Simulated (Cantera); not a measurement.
Cantera run:

```python
import numpy as np
import cantera as ct

gas_names = """
    H HO2 H2 H2O H2O2 O OH O2 O3 V VO VO2
""".split()
cond_names = """
    H2O(s) H2O(L) V(cr) V(L) VO(s) VO(L) V2O3(s) V2O3(L) V2O4(I) V2O4(II) V2O4(L) V2O5(s) V2O5(L)
""".split()


# ... load() reads the species with a 1 bar reference pressure and builds the phases ...
atoms = {
    'V': {'V': 1},
    'O2': {'O': 2},
    'H2': {'H': 2},
}
top_T = {}  # K; cautious upper limits of use, not melting points


# ... equilibrate(T, P, feed) seeds the gas with the atoms and calls Mixture.equilibrate('TP', solver="vcs", rtol=1e-11, max_steps=5000) ...
results = []
feed = {'V': 1, 'O2': 0.11, 'H2': 58}  # mol
P = 100000  # Pa
for T in [873, 1023, 1173, 1323, 1473, 1623, 1773, 1923, 2073, 2223, 2373, 2523, 2673]:
    mix = equilibrate(T, P, feed)
    results.append((T, P, feed, dict(zip(mix.species_names, mix.species_moles))))

top = {s: max(r[3][s] / sum(r[3][g] for g in gas_names) for r in results) for s in gas_names}
cols = sorted((s for s in top if top[s] > 1e-06), key=lambda s: -top[s])[:8]
seen = [c for c in cond_names if any(r[3].get(c, 0) > 1e-12 for r in results)]
print("log10 of partial pressures in bar; condensed amounts in mol")
print(f"{'T/K':>10s}" + "".join(f"{s[:9]:>10s}" for s in cols + seen))
for T, P, feed, n in results:
    ng = sum(n[g] for g in gas_names)
    print(f"{T:10.4g}" + "".join(f"{np.log10(max(n[s] / ng * P / 1e5, 1e-99)):10.3f}" for s in cols)
          + "".join(f"{n.get(c, 0):10.4g}" for c in seen))
```

It prints:

```
log10 of partial pressures in bar; condensed amounts in mol
       T/K        H2         H         V       H2O        VO       VO2        OH     V(cr)      V(L)     VO(s)     VO(L)
       873    -0.000   -10.330   -22.869    -9.250   -23.830   -27.017   -22.724      0.78         0      0.22         0
      1023    -0.000    -8.383   -18.363    -7.690   -19.033   -21.641   -18.653      0.78         0      0.22         0
      1173    -0.000    -6.928   -15.014    -6.548   -15.486   -17.676   -15.638      0.78         0      0.22         0
      1323    -0.000    -5.800   -12.430    -5.680   -12.764   -14.639   -13.319    0.7801         0    0.2199         0
      1473    -0.000    -4.898   -10.377    -4.999   -10.614   -12.245   -11.482    0.7806         0    0.2194         0
      1623    -0.000    -4.160    -8.708    -4.454    -8.876   -10.316    -9.992     0.782         0     0.218         0
      1773    -0.000    -3.546    -7.326    -4.008    -7.446    -8.732    -8.762    0.7857         0    0.2143         0
      1923    -0.001    -3.026    -6.164    -3.639    -6.251    -7.413    -7.730    0.7933         0    0.2066         0
      2073    -0.001    -2.581    -5.175    -3.335    -5.247    -6.313    -6.859    0.8065         0         0    0.1928
      2223    -0.003    -2.195    -4.332    -3.155    -4.472    -5.537    -6.187         0    0.8183         0    0.1769
      2373    -0.007    -1.858    -3.627    -2.972    -3.801    -4.837    -5.574         0    0.8296         0    0.1465
      2523    -0.013    -1.563    -3.010    -2.814    -3.215    -4.224    -5.035         0     0.817         0   0.08606
      2673    -0.025    -1.303    -2.466    -2.763    -2.783    -3.852    -4.644         0    0.6886         0         0
```

Method: chemical equilibrium by Gibbs-energy minimisation in Cantera with the NASA 1993 tables (ideal gas, pure condensed phases). Each liquid is taken as pure. Mutual solubility and eutectic melting of coexisting phases are not modelled. VO: taken at fixed stoichiometry. Condensed phases not in the tables: N, O or C dissolved in the metal.
